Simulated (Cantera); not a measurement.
Input: 1 mol Al(CH₃)₃, a varied amount of N₂O, 2.2 mol H₂, 25 mol H₂O, at 648.15 K and 13.3 mbar.

Cantera equilibrium calculation (NASA polynomials, part measured and part estimated; ideal gas, pure solids and liquids). Candidate condensed phases: Al, AlN, Al₂O₃, C, C₆H₆, C₇H₈, C₈H₁₈, H₂O; 148 gas species. The feed counts by its element totals alone. Rates play no part.

log p: log10 of the partial pressure in bar; n: condensed amount in mol.

| n(N₂O) (mol) | log p H₂O | log p N₂ | log p H₂ | log p O₂ | log p CO₂ | n Al₂O₃(s) |
|---|---|---|---|---|---|---|
| 0.87 | -2.15 | -3.48 | -2.32 | <-13 | -2.98 | 0.500 |
| 1.6 | -2.14 | (withheld) | -2.35 | <-13 | -2.99 | 0.500 |
| 2.8 | -2.14 | -3.00 | -2.40 | <-13 | -2.99 | 0.500 |
| 4.9 | -2.12 | -2.78 | -2.51 | <-13 | -3.01 | 0.500 |
| 8.8 | -2.09 | -2.57 | -2.78 | <-13 | -3.04 | 0.500 |
| 16 | -2.09 | (withheld) | <-13 | (withheld) | (withheld) | 0.500 |
| 28 | -2.22 | -2.27 | <-13 | -2.88 | -3.24 | 0.500 |
| 50 | -2.39 | -2.19 | <-13 | -2.63 | -3.41 | 0.500 |

Problem. What belongs in the gaps?

Solution. 
- 1.6, log p N₂: -3.23
- 16, log p N₂: -2.38
- 16, log p O₂: -3.63
- 16, log p CO₂: -3.11
